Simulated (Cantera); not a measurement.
Thermodynamics of nitride etching, feed BN + Cl₂ + H₂

Feed: 1 mol BN, 42 mol Cl₂, a varied amount of H₂, equilibrated at 898.15 K and 210 Pa.

Equilibrium computed with Cantera from the NASA thermochemical tables; the gas is ideal and each condensed phase is pure. Candidate condensed phases: B, BN, NH₄Cl; 21 gas species. Kinetics and transport are ignored.

From 3.3 mol H₂ to 32 mol H₂ nothing is condensed. The main B-bearing gas is BCl₃ throughout.

```tsv
n(H₂) (mol)	log p HCl	log p Cl₂	log p BCl₃	log p N₂	log p Cl
3.3	-3.51	-2.76	-4.33	-4.64	-5.53
8	-3.17	-2.87	-4.38	-4.68	-5.58
13	-3.00	-2.98	-4.42	-4.72	-5.64
17	-2.92	-3.08	-4.45	-4.75	-5.69
22	-2.84	-3.22	-4.48	-4.79	-5.75
27	-2.78	-3.39	-4.52	-4.82	-5.84
32	-2.74	-3.62	-4.55	-4.85	-5.96
```
log p: log10 of the partial pressure in bar; nothing condenses.
